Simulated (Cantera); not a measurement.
An isothermal, constant-pressure homogeneous reactor starts with NO : N2 = 1 : 0.17 (molar parts), at 1525 K and 0.133 bar. Integrator tolerance rtol = 1e-08.

Computed with Cantera and GRI-Mech 3.0 (53 species, 325 reactions).

What does this change do: NO 1 to 0.13 parts?


```tsv
quantity	before	after
x(NO) at 20.0 s	0.808 (gas-phase equilibrium 0.00168)	0.421 (gas-phase equilibrium 0.00140)
x(NO2) at 20.0 s	0.000498 (gas-phase equilibrium 4.34e-6)	0.000145 (gas-phase equilibrium 2.57e-6)
x(N2O) at 20.0 s	0.000210 (gas-phase equilibrium 3.19e-8)	5.77e-5 (gas-phase equilibrium 3.10e-8)
x(O) at 20.0 s	2.79e-6 (gas-phase equilibrium 1.02e-5)	1.55e-6 (gas-phase equilibrium 7.25e-6)
x(O2) at 20.0 s	0.0231 (gas-phase equilibrium 0.426)	0.00612 (gas-phase equilibrium 0.216)
x(N2) at 20.0 s	0.169 (gas-phase equilibrium 0.572)	0.573 (gas-phase equilibrium 0.783)
```
